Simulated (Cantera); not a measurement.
A closed system holds: 1 mol BN, 0.12 mol H2O, 16 mol H2, at 1400 K and 0.133 bar.

Cantera equilibrium calculation (NASA polynomials, part measured and part estimated; ideal gas, pure solids and liquids). Candidate condensed phases: B, BN, B2O3, B3O3H3, H2O; 39 gas species. Mutual solubility and eutectic melting of coexisting phases are not modelled. Rates play no part.

Base state: H2 0.996, N2 0.00225, HBO2 0.000596, H2O 0.000542, HBO 0.000307, B2O3 1.80e-5, H 1.33e-5 (mole fractions); condensed: BN(s) + B2O3(l).

What changes in the equilibrium state with this change: H2O from 0.12 to 6.8 mol?


```
species         before     after
------------  --------  --------
H2               0.996     0.747
H2O           0.000542     0.220
N2             0.00225    0.0213
HBO2          0.000596    0.0120
(HBO2)3        2.80e-8  0.000228
HBO           0.000307   1.14e-5
H              1.33e-5   1.15e-5
B2O3           1.80e-5   1.80e-5
BN(s), mol       0.927         0
B2O3(l), mol    0.0287     0.351
```
Gases not in the tables: H3BO3.
